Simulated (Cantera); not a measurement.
A closed system holds: 1 mol Si, 0.11 mol H2O, 7.4 mol H2, 0.053 mol O2, equilibrated at 2.70 mbar.

Cantera equilibrium calculation (NASA polynomials, part measured and part estimated; ideal gas, pure solids and liquids). Candidate condensed phases: H2O, Si, SiO2; 18 gas species. Mutual solubility and eutectic melting of coexisting phases are not modelled. The tables hold silica as quartz up to 1696 K and as liquid above; real silica turns to tridymite and cristobalite and melts near 1996 K. Gases not in the tables: Si2H6 and higher silanes. Rates play no part.

x: gas mole fraction; n: condensed amount in mol.

```csv
T (°C),x H2,x H,x Si,x SiO,x SiH,x Si2,x SiH2,n Si(s),n SiO2(β-quartz),n Si(l)
750,1.000,7.97e-8,<1e-12,4.93e-7,<1e-12,<1e-12,1.80e-10,0.892,0.108,0
900,1.000,2.27e-6,1.83e-10,8.96e-5,?,<1e-12,6.81e-9,0.892,0.108,0
1050,0.995,3.04e-5,3.29e-8,0.00490,?,9.97e-12,1.12e-7,0.874,0.0895,0
1200,0.972,0.000240,2.03e-6,0.0280,?,2.13e-9,1.02e-6,0.784,0,0
1350,0.971,0.00131,5.79e-5,0.0279,?,1.66e-7,6.28e-6,0.783,0,0
1500,0.966,0.00538,0.000789,0.0279,?,4.39e-6,2.38e-5,0,0,0.777
1650,0.948,0.0177,0.00628,0.0275,?,5.37e-5,6.38e-5,0,0,0.731
1800,0.887,0.0477,0.0369,0.0262,?,0.000453,0.000141,0,0,0.460
1950,0.781,0.109,0.0839,0.0240,?,0.000693,0.000128,0,0,0
```

Question: Complete the blanks.

Answer: 
- 900, x SiH: 1.71e-10
- 1050, x SiH: 1.25e-8
- 1200, x SiH: 3.73e-7
- 1350, x SiH: 5.95e-6
- 1500, x SiH: 4.97e-5
- 1650, x SiH: 0.000260
- 1800, x SiH: 0.00104
- 1950, x SiH: 0.00163
